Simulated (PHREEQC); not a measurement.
A solution holds 0.0072 mol H2S, 0.16 mol HCl and 9.3e-05 mol ZnCl2 per kg of water, at 20 °C. Closed to the air; pH follows from the charge balance.

Computed with PHREEQC (ion-association model, phreeqc.dat).

Task: The ionic strength comes out as 0.160 mol/kgw. What activity coefficients do H+, ZnCl+, Cl-, Zn+2 get?

Result: H+ 0.81, ZnCl+ 0.74, Cl- 0.73, Zn+2 0.32.

Precipitation was switched off in this run.
